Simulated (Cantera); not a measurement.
**CuO + CH₄ + H₂ (carbothermic reduction)**

Input: 1 mol CuO, 0.88 mol CH₄, 1.6 mol H₂, held at 1827 °C.

Method: chemical equilibrium by Gibbs-energy minimisation in Cantera with the NASA 1993 tables (ideal gas, pure condensed phases). Candidate condensed phases: C, C₆H₆, C₇H₈, C₈H₁₈, Cu, CuO, Cu(OH)₂, Cu₂O, H₂O; 113 gas species. Equilibrium is a limit: real reactors are often held back by kinetics, nucleation or transport.

```json
[
 {"P (Pa)": "10", "x H₂": "0.451", "x H": "0.209", "x CO": "0.149", "x Cu": "0.171", "x H₂O": "0.0180", "n Cu(l)": "0"},
 {"P (Pa)": "100", "x H₂": "0.560", "x H": "0.0737", "x CO": "0.161", "x Cu": "0.184", "x H₂O": "0.0205", "n Cu(l)": "0"},
 {"P (Pa)": "1000", "x H₂": "0.600", "x H": "0.0241", "x CO": "0.165", "x Cu": "0.188", "x H₂O": "0.0213", "n Cu(l)": "0"},
 {"P (Pa)": "10000", "x H₂": "0.678", "x H": "0.00811", "x CO": "0.184", "x Cu": "0.104", "x H₂O": "0.0239", "n Cu(l)": "0.499"},
 {"P (Pa)": "100000", "x H₂": "0.755", "x H": "0.00271", "x CO": "0.204", "x Cu": "0.0104", "x H₂O": "0.0265", "n Cu(l)": "0.955"},
 {"P (Pa)": "1000000", "x H₂": "0.764", "x H": "0.000861", "x CO": "0.206", "x Cu": "0.00104", "x H₂O": "0.0268", "n Cu(l)": "0.996"}
]
```
x: gas mole fraction; n: condensed amount in mol.

From 10.0 Pa to 1000 Pa nothing is condensed. From 10000 Pa to 1000000 Pa the condensed part is Cu(l). The main Cu-bearing gas is Cu throughout.
